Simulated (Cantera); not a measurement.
Mixture: 7.76 % CH4, 5.43 % H2, 18.2 % O2, 68.6 % N2, at 1.80 bar, adiabatic and at constant volume. Ignition delay is the time to a rise of 400 K.

Computed with Cantera and GRI-Mech 3.0 (53 species, 325 reactions).

Q: Predict: delay at 1175 K; delay at 1275 K; delay at 1375 K; delay at 1475 K; delay at 1575 K; apparent activation energy between 1525 and 1625 K.

A: delay at 1175 K: 1.03 ms
delay at 1275 K: 0.458 ms
delay at 1375 K: 0.222 ms
delay at 1475 K: 0.117 ms
delay at 1575 K: 66.4 µs
apparent activation energy between 1525 and 1625 K: 110 kJ/mol
